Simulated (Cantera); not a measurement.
What does this Cantera script print?

```python
import numpy as np
import cantera as ct

gas_names = """
    F F2 H HF H2 H2F2 H3F3 H4F4 H5F5 H6F6 H7F7 Si SiF SiF2 SiF3 SiF4 SiH SiHF3 SiH2 SiH2F2 SiH3 SiH3F
    SiH4 Si2 Si3
""".split()
cond_names = """
    Si(cr) Si(L)
""".split()


# ... load() reads the species with a 1 bar reference pressure and builds the phases ...
atoms = {
    'Si': {'Si': 1},
    'F2': {'F': 2},
    'H2': {'H': 2},
}
top_T = {}  # K; cautious upper limits of use, not melting points


# ... equilibrate(T, P, feed) seeds the gas with the atoms and calls Mixture.equilibrate('TP', solver="vcs", rtol=1e-11, max_steps=5000) ...
results = []
feed = {'Si': 1, 'F2': 1, 'H2': 0.57}  # mol
T = 848  # K
P = 4.4  # Pa
mix = equilibrate(T, P, feed)
results.append((T, P, feed, dict(zip(mix.species_names, mix.species_moles))))
x = sorted(zip(gas.X, gas.species_names), reverse=True)
print(f"T = {T:g} K  P = {P:g} Pa  gas = {mix.phase_moles(0):.4g} mol")
print("   x: " + "  ".join(f"{s} {v:.3e}" for v, s in x if v > 1e-05))
print("   condensed (mol): " + ("  ".join(f"{mix.phase(i).name} {mix.phase_moles(i):.4g}"
      for i in range(1, mix.n_phases) if mix.phase_moles(i) > 1e-12) or "none"))
```

It prints:

```
T = 848 K  P = 4.4 Pa  gas = 1.069 mol
   x: H2 5.316e-01  SiF4 4.652e-01  SiHF3 2.910e-03  SiF3 2.992e-04  SiH2F2 1.048e-05
   condensed (mol): Si(cr) 0.4991
```

These are equilibrium values from Cantera (NASA tables, ideal gas, pure condensed phases), not measurements of a reactor. The tables' values for SiF3 are old estimates; treat these amounts as uncertain.
